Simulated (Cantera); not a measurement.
Charge: 1 mol Si₂Cl₆, 5.9 mol NH₃, 8.1 mol N₂, held at 143 Torr.

These are equilibrium values from Cantera (NASA tables, ideal gas, pure condensed phases), not measurements of a reactor. Candidate condensed phases: NH₄Cl, Si, Si₃N₄; 28 gas species. The feed counts by its element totals alone. The tables' values for SiCl₃ are old estimates; treat these amounts as uncertain. Equilibrium is a limit: real reactors are often held back by kinetics, nucleation or transport. All values below are at 1273 K.

Base state: N₂ 0.456, H₂ 0.285, HCl 0.252, SiCl₄ 0.00624, SiCl₃ 0.000329, SiHCl₃ 0.000283, SiCl₂ 0.000114 (mole fractions); condensed: Si₃N₄(s).

Q: What changes in the equilibrium state with this change: N₂ from 8.1 to 19 mol?

A: 
```json
[
 {"species": "N₂", "before": "0.456", "after": "0.638"},
 {"species": "H₂", "before": "0.285", "after": "0.186"},
 {"species": "HCl", "before": "0.252", "after": "0.173"},
 {"species": "SiCl₄", "before": "0.00624", "after": "0.00264"},
 {"species": "SiHCl₃", "before": "0.000283", "after": "0.000113"},
 {"species": "SiCl₃", "before": "0.000329", "after": "0.000163"},
 {"species": "Si₃N₄(s), mol", "before": "0.617", "after": "0.634"}
]
```
